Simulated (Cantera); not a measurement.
What does this Cantera script print?

```python
import numpy as np
import cantera as ct

gas_names = [...]  # 113 gases of nasa_gas.yaml made of C, H, O, Ta
cond_names = """
    C(gr) C6H6(L) C7H8(L) C8H18(L),n-octa H2O(s) H2O(L) Ta(cr) Ta(L) TaC(s) TaC(L) Ta2O5(s) Ta2O5(L)
""".split()


# ... load() reads the species with a 1 bar reference pressure and builds the phases ...
atoms = {
    'Ta(OEt)5': {'Ta': 1, 'C': 10, 'H': 25, 'O': 5},
    'CO2': {'C': 1, 'O': 2},
}
top_T = {'C(gr)': 4500}  # K; cautious upper limits of use, not melting points


# ... equilibrate(T, P, feed) seeds the gas with the atoms and calls Mixture.equilibrate('TP', solver="vcs", rtol=1e-11, max_steps=5000) ...
results = []
feed = {'Ta(OEt)5': 1, 'CO2': 7.1}  # mol
P = 45000  # Pa
for T in [800, 850, 900, 950, 1000, 1050, 1100, 1150, 1200, 1250, 1300]:
    mix = equilibrate(T, P, feed)
    results.append((T, P, feed, dict(zip(mix.species_names, mix.species_moles))))

top = {s: max(r[3][s] / sum(r[3][g] for g in gas_names) for r in results) for s in gas_names}
cols = sorted((s for s in top if top[s] > 0.0001), key=lambda s: -top[s])[:9]
seen = [c for c in cond_names if any(r[3].get(c, 0) > 1e-12 for r in results)]
print("log10 of partial pressures in bar; condensed amounts in mol")
print(f"{'T/K':>10s}" + "".join(f"{s[:9]:>10s}" for s in cols + seen))
for T, P, feed, n in results:
    ng = sum(n[g] for g in gas_names)
    print(f"{T:10.4g}" + "".join(f"{np.log10(max(n[s] / ng * P / 1e5, 1e-99)):10.3f}" for s in cols)
          + "".join(f"{n.get(c, 0):10.4g}" for c in seen))
```

It prints:

```
log10 of partial pressures in bar; condensed amounts in mol
       T/K        CO        H2       CO2       H2O       CH4     C(gr)    TaC(s)  Ta2O5(s)
       800    -1.441    -0.856    -0.887    -0.927    -1.583      9.35         0       0.5
       850    -1.143    -0.781    -0.953    -1.076    -1.768     8.264         0       0.5
       900    -0.914    -0.742    -1.081    -1.271    -1.989     6.579         0       0.5
       950    -0.758    -0.727    -1.292    -1.514    -2.229     4.517         0       0.5
      1000    -0.668    -0.723    -1.581    -1.794    -2.466      2.69         0       0.5
      1050    -0.624    -0.722    -1.918    -2.086    -2.685     1.526         0       0.5
      1100    -0.605    -0.720    -2.264    -2.373    -2.885     0.931         0       0.5
      1150    -0.596    -0.719    -2.597    -2.644    -3.068    0.6528         0       0.5
      1200    -0.593    -0.718    -2.909    -2.896    -3.237    0.5239         0       0.5
      1250    -0.591    -0.717    -3.199    -3.130    -3.393    0.4626         0       0.5
      1300    -0.587    -0.721    -3.428    -3.316    -3.579         0    0.1254    0.4373
```

Cantera equilibrium calculation (NASA polynomials, part measured and part estimated; ideal gas, pure solids and liquids). The feed counts by its element totals alone. Mutual solubility and eutectic melting of coexisting phases are not modelled. TaC: taken at fixed stoichiometry. Condensed phases not in the tables: Ta2C.
